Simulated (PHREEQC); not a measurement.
1.3 g of hydrous ferric oxide (600 m²/g; 0.2 weak and 0.005 strong sites per Fe, Dzombak-Morel constants, diffuse double layer) in 1 kg of water with 0.3 mol/kgw of an inert sodium salt and 0.00048 mol MnCl2, 4.7e-05 mol ZnCl2 and 7.9e-06 mol H3BO3, at 25 °C; the pH is set by adding NaOH or the inert anion's acid. The system is closed to oxygen. CO2 from the air is kept out. No solid was allowed to form.

All values are PHREEQC results (ion-association model, wateq4f.dat), not measurements.

Task: Predict Mn sorbed (%), Zn sorbed (%), surface charge σ (C/m²) at pH = 4.5, 5, 6.5, 8, 9.5.

Result: 
```tsv
pH	Mn sorbed (%)	Zn sorbed (%)	surface charge σ (C/m²)
4.5	0.0	0.9	0.319
5	0.3	7.0	0.270
6.5	12.6	79.4	0.109
8	90.7	99.6	0.024
9.5	100.0	100.0	-0.058
```
